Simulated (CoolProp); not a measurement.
Model: reference Helmholtz-energy equation of state, Zhou 2011, in CoolProp.

Q: Give the vapour pressure (MPa), liquid density (kg/m³), liquid cp (kJ/(kg K)) of saturated dimethyl carbonate at 237.75 °C.

A: 
```tsv
T (°C)	p (MPa)	liquid density (kg/m³)	liquid cp (kJ/(kg K))
237.75	2.50	706	2.71
```
